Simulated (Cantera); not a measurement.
Feed: 1 mol SiH₂Cl₂, 130 mol N₂, held at 1 atm.

These are equilibrium values from Cantera (NASA tables, ideal gas, pure condensed phases), not measurements of a reactor. Candidate condensed phases: NH₄Cl, Si, Si₃N₄; 28 gas species. N₂ is the only nitrogen source here; it is nearly inert below about 1500 K, so the nitride shown seldom forms there in practice. The numbers say what is thermodynamically allowed, not how fast it happens.

What share of the Si ends up in condensed phases as a function of T (K), at 898, 998, 1098, 1198, 1298, 1398, 1498, 1598, 1698, 1798?


| T (K) | Si condensed (%) | as |
|---|---|---|
| 898 | 84.8 | Si₃N₄(s) |
| 998 | 86.3 | Si₃N₄(s) |
| 1098 | 87.3 | Si₃N₄(s) |
| 1198 | 88.1 | Si₃N₄(s) |
| 1298 | 88.5 | Si₃N₄(s) |
| 1398 | 88.1 | Si₃N₄(s) |
| 1498 | 85.6 | Si₃N₄(s) |
| 1598 | 79.5 | Si₃N₄(s) |
| 1698 | 69.8 | Si₃N₄(s) |
| 1798 | 58.6 | Si₃N₄(s) |
